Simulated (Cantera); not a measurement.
What does this Cantera script print?

```python
import numpy as np
import cantera as ct

gas = ct.Solution("h2o2.yaml")
gas.TPX = 675, 76000, {'H2': 1, 'O2': 0.172, 'N2': 0.648, 'H2O': 0.68}
flame = ct.FreeFlame(gas, width=0.048)
flame.set_refine_criteria(ratio=3, slope=0.08, curve=0.16)
flame.transport_model = "mixture-averaged"
flame.solve(loglevel=0, auto=True)
z, T = flame.grid, flame.T
thick = (T[-1] - T[0]) / np.gradient(T, z).max()
show = ['H2', 'O2', 'H2O', 'OH', 'HO2', 'O']
print(f"laminar burning velocity  {flame.velocity[0] * 100:.3f} cm/s")
print(f"burnt temperature         {T[-1]:.1f} K")
print(f"thermal thickness         {thick * 1e3:.4f} mm")
print(f"grid points               {len(z)}")
z0 = z[flame.heat_release_rate.argmax()]
print(f"{'z/mm':>9s}{'T/K':>9s}{'u/(m/s)':>9s}" + "".join(f"{s:>11s}" for s in show))
rows = []
for k in (-3, -2, -1.5, -1, -0.5, -0.25, 0, 0.25, 0.5, 1, 2, 4, 8):
    zz = z0 + k * thick
    rows.append([k * thick, np.interp(zz, z, T), np.interp(zz, z, flame.velocity),
                 *(np.interp(zz, z, flame.X[gas.species_index(s)]) for s in show)])
    print(f"{rows[-1][0] * 1e3:9.3f}{rows[-1][1]:9.1f}{rows[-1][2]:9.3f}" + "".join(f"{x:11.3e}" for x in rows[-1][3:]))
```

It prints:

```
laminar burning velocity  519.534 cm/s
burnt temperature         1647.1 K
thermal thickness         0.6402 mm
grid points               116
     z/mm      T/K  u/(m/s)         H2         O2        H2O         OH        HO2          O
   -1.920    675.0    5.195  4.000e-01  6.880e-02  2.720e-01  6.236e-18  3.151e-11  1.035e-16
   -1.280    675.0    5.195  4.000e-01  6.880e-02  2.720e-01  1.944e-14  4.189e-09  3.107e-13
   -0.960    675.0    5.195  3.999e-01  6.881e-02  2.720e-01  3.314e-12  1.363e-07  4.783e-11
   -0.640    675.6    5.196  3.994e-01  6.885e-02  2.723e-01  3.057e-09  6.757e-06  1.240e-08
   -0.320    718.9    5.471  3.906e-01  6.825e-02  2.784e-01  4.290e-05  2.589e-04  1.165e-05
   -0.160    878.8    6.576  3.685e-01  6.187e-02  2.998e-01  2.141e-04  1.817e-04  1.036e-04
    0.000   1114.7    8.209  3.293e-01  4.418e-02  3.424e-01  4.790e-04  8.520e-05  4.652e-04
    0.160   1292.0    9.451  2.905e-01  2.108e-02  3.896e-01  8.962e-04  3.293e-05  6.325e-04
    0.320   1384.4   10.101  2.709e-01  7.412e-03  4.167e-01  1.111e-03  1.061e-05  3.855e-04
    0.640   1459.1   10.609  2.645e-01  9.202e-04  4.307e-01  1.167e-03  1.234e-06  1.412e-04
    1.280   1518.4   10.995  2.680e-01  8.068e-05  4.342e-01  1.033e-03  1.182e-07  7.070e-05
    2.561   1567.9   11.311  2.726e-01  2.539e-05  4.363e-01  7.840e-04  4.311e-08  3.347e-05
    5.121   1603.5   11.534  2.760e-01  9.920e-06  4.378e-01  5.227e-04  1.853e-08  1.314e-05
```

Computed with Cantera and the H2/O2 subset of GRI-Mech 3.0, which has no nitrogen chemistry. Burning velocities carry a grid error of a few per cent, more on coarse grids.
